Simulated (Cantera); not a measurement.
Cantera run:

```python
import numpy as np
import cantera as ct

gas_names = """
    H HO2 H2 H2O H2O2 Nb NbO NbO2 O OH O2 O3
""".split()
cond_names = """
    H2O(s) H2O(L) Nb(cr) Nb(L) NbO(s) NbO(L) NbO2(I) NbO2(II) NbO2(III) NbO2(L) Nb2O5(s) Nb2O5(L)
""".split()


# ... load() reads the species with a 1 bar reference pressure and builds the phases ...
atoms = {
    'Nb2O5': {'Nb': 2, 'O': 5},
    'H2': {'H': 2},
}
top_T = {}  # K; cautious upper limits of use, not melting points


# ... equilibrate(T, P, feed) seeds the gas with the atoms and calls Mixture.equilibrate('TP', solver="vcs", rtol=1e-11, max_steps=5000) ...
results = []
feed = {'Nb2O5': 1, 'H2': 6.8}  # mol
T = 1273  # K
P = 21  # Pa
mix = equilibrate(T, P, feed)
results.append((T, P, feed, dict(zip(mix.species_names, mix.species_moles))))
print(gas.report(threshold=1e-05))
for i in range(1, mix.n_phases):
    print(f"{mix.phase(i).name:16s} {mix.phase_moles(i):12.5e} mol")
```

Result:

```
       temperature   1273 K
          pressure   21 Pa
           density   5.0081e-06 kg/m^3
  mean mol. weight   2.5241 kg/kmol
   phase of matter   gas

                          1 kg             1 kmol
                     ---------------   ---------------
          enthalpy        8.5965e+06        2.1699e+07  J
   internal energy        4.4032e+06        1.1114e+07  J
           entropy             98035        2.4745e+05  J/K
    Gibbs function        -1.162e+08       -2.9331e+08  J
 heat capacity c_p             12613             31837  J/K
 heat capacity c_v            9318.9             23522  J/K

                      mass frac. Y      mole frac. X     chem. pot. / RT
                     ---------------   ---------------   ---------------
                 H        1.9336e-05         4.842e-05           -13.319
                H2           0.77328           0.96819           -26.639
               H2O            0.2267          0.031764           -60.438
     [   +9 minor]        1.2787e-07        1.8399e-08

Nb(cr)            0.00000e+00 mol
NbO(s)            0.00000e+00 mol
NbO2(III)         4.31997e-01 mol
Nb2O5(s)          7.84001e-01 mol
```

Method: chemical equilibrium by Gibbs-energy minimisation in Cantera with the NASA 1993 tables (ideal gas, pure condensed phases). Mutual solubility and eutectic melting of coexisting phases are not modelled. Condensed phases not in the tables: the oxides between NbO2 and Nb2O5.
